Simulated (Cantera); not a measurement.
Input: 1 mol AlCl₃, 43 mol N₂O, 5.2 mol H₂, equilibrated at 0.000340 bar.

Equilibrium computed with Cantera from the NASA thermochemical tables; the gas is ideal and each condensed phase is pure. Candidate condensed phases: Al, AlCl₃, AlN, Al₂O₃, H₂O, NH₄Cl; 45 gas species. Kinetics and transport are ignored. All values below are at 1675 K.

Base state: N₂ 0.623, O₂ 0.268, H₂O 0.0599, HCl 0.0290, Cl 0.0145, NO 0.00265, OH 0.00186, O 0.000960 (mole fractions); condensed: Al₂O₃(s).

Problem. What changes in the equilibrium state with this change: N₂O from 43 to 6.8 mol?

Solution. 
```tsv
species	before	after
N₂	0.623	0.471
H₂O	0.0599	0.268
HCl	0.0290	0.180
O₂	0.268	0.0478
Cl	0.0145	0.0277
H₂	9.67e-5	0.00103
H	6.19e-5	0.000202
NO	0.00265	0.000971
O	0.000960	0.000405
OH	0.00186	0.00255
Al₂O₃(s), mol	0.500	0.500
```
